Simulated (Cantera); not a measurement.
Input: 1 mol SiHCl₃, 4 mol N₂, 0.31 mol NH₃, held at 1750 °C and 1.00 bar.

These are equilibrium values from Cantera (NASA tables, ideal gas, pure condensed phases), not measurements of a reactor. Candidate condensed phases: NH₄Cl, Si, Si₃N₄; 28 gas species. The tables' values for SiCl₃, SiCl are old estimates; treat these amounts as uncertain. Rates play no part.

Base state: N₂ 0.633, SiCl₂ 0.136, HCl 0.135, H₂ 0.0792, SiCl₃ 0.0138, SiCl₄ 0.00155, Cl 0.000675, H 0.000535 (mole fractions); condensed: gas only.

Q: What changes in the equilibrium state with this change: SiHCl₃ replaced by SiH₄?

A: 
```
species          before    after
-------------  --------  -------
N₂                0.633    0.586
H₂               0.0792    0.413
H              0.000535  0.00122
SiCl₂             0.136        0
HCl               0.135        0
SiCl₃            0.0138        0
Si              1.46e-5  2.99e-5
SiCl₄           0.00155        0
Cl             0.000675        0
Si₃N₄(s), mol         0    0.333
```
Gases not in the tables: Si₂H₆ and higher silanes.
